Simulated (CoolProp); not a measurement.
Saturation properties of hexamethyldisiloxane (MM) (Tc = 518.7 K, pc = 1931 kPa, ω = 0.418).

Values from CoolProp's reference Helmholtz-energy equation of state, Thol 2016.

| T (K) | p (kPa) | vapour density (kg/m³) | enthalpy of vaporisation (kJ/kg) | liquid cp (kJ/(kg K)) |
|---|---|---|---|---|
| 391.8 | 166.6 | 9.129 | 182.8 | 2.174 |
| 400.6 | 208.1 | 11.34 | 177.7 | 2.203 |
| 409.5 | 257.7 | 14.00 | 172.3 | 2.235 |
| 418.3 | 315.0 | 17.13 | 166.7 | 2.267 |
| 427.1 | 381.6 | 20.82 | 160.8 | 2.301 |
| 435.9 | 458.3 | 25.19 | 154.6 | 2.338 |
| 444.7 | 546.2 | 30.36 | 147.9 | 2.379 |
| 453.6 | 647.5 | 36.59 | 140.7 | 2.426 |
| 462.4 | 761.3 | 43.97 | 132.9 | 2.480 |
| 471.2 | 890.0 | 52.91 | 124.4 | 2.546 |
| 480 | 1035 | 63.89 | 114.8 | 2.633 |
| 488.8 | 1198 | 77.75 | 103.9 | 2.760 |
| 497.6 | 1382 | 95.98 | 90.92 | 2.978 |

It boils at 373.7 K under 1 atm.
